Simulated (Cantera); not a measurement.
A closed system holds: 1 mol PbI₂, 41 mol N₂, at 1025 K and 11.0 Pa.

Equilibrium computed with Cantera from the NASA thermochemical tables; the gas is ideal and each condensed phase is pure. Candidate condensed phases: I₂, Pb, PbI₂; 9 gas species. The tables' values for PbI₄ are old estimates; treat these amounts as uncertain. Rates play no part.

Base state: N₂ 0.958, I 0.0190, PbI₂ 0.00992, PbI 0.00769, Pb 0.00570, PbI₄ 4.93e-5 (mole fractions); condensed: gas only.

Q: What changes in the equilibrium state with this change: PbI₂ replaced by CsCl?

A: 
```
species   before    after
-------  -------  -------
N₂         0.958    0.976
CsCl           0   0.0238
Cs₂Cl₂         0  2.65e-5
I         0.0190        0
PbI₂     0.00992        0
PbI      0.00769        0
Pb       0.00570        0
PbI₄     4.93e-5        0
```
Further candidate phases: Cs, CsCl.
